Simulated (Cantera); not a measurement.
# Adiabatic ignition

An adiabatic, constant-pressure homogeneous reactor starts with H2 : O2 : N2 = 1 : 1.16 : 4.37 (molar parts), at 1275 K and 0.405 atm.

Model: the H2/O2 subset of GRI-Mech 3.0, which has no nitrogen chemistry, integrated in Cantera.

```csv
t (s),T (K),x H2,x O2,x H2O2,x OH,x HO2,x O,x H
2.00e-6,1275,0.153,0.178,4.15e-12,5.74e-10,5.89e-9,7.62e-10,5.72e-9
5.02e-6,1275,0.153,0.178,2.63e-11,2.62e-9,1.50e-8,3.93e-9,1.83e-8
1.26e-5,1275,0.153,0.178,1.71e-10,1.96e-8,4.14e-8,3.09e-8,1.19e-7
3.17e-5,1275,0.153,0.178,2.01e-9,1.09e-6,4.10e-7,1.73e-6,6.50e-6
7.96e-5,1364,0.0582,0.132,2.43e-6,0.00801,2.84e-5,0.0154,0.0447
0.000200,1859,0.0123,0.102,3.42e-7,0.0167,1.12e-5,0.0220,0.0211
0.000502,2114,0.00673,0.103,1.35e-7,0.0166,5.34e-6,0.0112,0.00634
0.00126,2252,0.00268,0.105,1.09e-7,0.0121,4.08e-6,0.00431,0.00138
0.00317,2290,0.00154,0.106,1.41e-7,0.00951,4.74e-6,0.00246,0.000581
0.00796,2291,0.00150,0.106,1.43e-7,0.00942,4.78e-6,0.00241,0.000563
0.0200,2291,0.00150,0.106,1.43e-7,0.00942,4.78e-6,0.00241,0.000563
0.0502,2291,0.00150,0.106,1.43e-7,0.00942,4.78e-6,0.00241,0.000563
0.126,2291,0.00150,0.106,1.43e-7,0.00942,4.78e-6,0.00241,0.000563
0.317,2291,0.00150,0.106,1.43e-7,0.00942,4.78e-6,0.00241,0.000563
0.796,2291,0.00150,0.106,1.43e-7,0.00942,4.78e-6,0.00241,0.000563
2.00,2291,0.00150,0.106,1.43e-7,0.00942,4.78e-6,0.00241,0.000563
```
x: mole fraction; the columns are a selection and need not sum to one.

```yaml
time_of_steepest_temperature_rise: 81.8 µs
temperature at 2.00 s: 2291 K
equilibrium_temperature: 2291 K
x(H2) at 2.00 s: 0.00150 (gas-phase equilibrium 0.00150)
x(O2) at 2.00 s: 0.106 (gas-phase equilibrium 0.106)
x(H2O2) at 2.00 s: 1.43e-7 (gas-phase equilibrium 1.43e-7)
```
